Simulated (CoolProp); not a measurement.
Vapour-liquid equilibrium of isobutene (1) + n-butane (2) at 423 kPa; x and y are mole fractions of (1).

The numbers come from the multi-fluid Helmholtz-energy mixture model, Lemmon 2005 and Bücker 2006; pair parameters Bell 2016 in CoolProp.

Question: Give the bubble temperature and the first vapour's composition at x = 0.05, 0.15, 0.95. Is there an azeotrope?

Answer: x = 0.05: 43.5 °C, y = 0.062; x = 0.15: 42.5 °C, y = 0.180; x = 0.95: 36.5 °C, y = 0.957. No azeotrope shows between x = 0.05 and 0.95.

The pair parameters rest on a limited set of measurements; away from them the model extrapolates.
